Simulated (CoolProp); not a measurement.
Vapour-liquid equilibrium of CH3F (R41) (1) + chloromethane (R40) (2) at 5.72 bar; x and y are mole fractions of (1).

Values from CoolProp's multi-fluid Helmholtz-energy mixture model, Lemmon 2006 and Thol 2014; pair parameters Bell 2016.

```tsv
x	bubble temperature (K)	y at the bubble point	dew temperature at overall composition x (K)	liquid density (mol/L)
0.05	289.6	0.237	296.2	18.49
0.15	276.0	0.543	292.8	(withheld)
0.25	265.7	0.711	289.1	19.89
0.35	257.9	0.808	285.1	(withheld)
0.45	251.9	0.868	280.6	20.97
0.55	247.2	(withheld)	275.6	(withheld)
0.65	243.3	0.936	269.8	(withheld)
0.75	240.0	0.958	262.8	22.31
0.85	(withheld)	0.976	(withheld)	22.73
0.95	234.4	(withheld)	241.3	23.14
```

**Question.** What belongs in the gaps?

**Answer.** 
- 0.15, liquid density (mol/L): 19.24
- 0.35, liquid density (mol/L): 20.46
- 0.55, y at the bubble point: 0.908
- 0.55, liquid density (mol/L): 21.44
- 0.65, liquid density (mol/L): 21.88
- 0.85, bubble temperature (K): 237.1
- 0.85, dew temperature at overall composition x (K): 253.9
- 0.95, y at the bubble point: 0.992

No azeotrope shows between x = 0.05 and 0.95.

Pair parameters are fitted to limited data, so mixtures are less certain than the pure fluids. The gap from Raoult's law changes sign with composition, which may be real or a fault of the pair parameters; it wasn't checked against measurements.
